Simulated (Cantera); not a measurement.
Input: 1 mol SiH4, 1.8 mol H2, equilibrated at 0.133 bar.

Cantera equilibrium calculation (NASA polynomials, part measured and part estimated; ideal gas, pure solids and liquids). Candidate condensed phases: Si; 9 gas species. Gases not in the tables: Si2H6 and higher silanes. Rates play no part.

Question: What share of the Si ends up in condensed phases as a function of T (K), at 2323, 2373, 2423, 2473, 2523, 2573, 2623?

Answer: 
| T (K) | Si condensed (%) | as |
|---|---|---|
| 2323 | 95.9 | Si(l) |
| 2373 | 93.8 | Si(l) |
| 2423 | 90.6 | Si(l) |
| 2473 | 86.0 | Si(l) |
| 2523 | 79.4 | Si(l) |
| 2573 | 69.8 | Si(l) |
| 2623 | 55.8 | Si(l) |
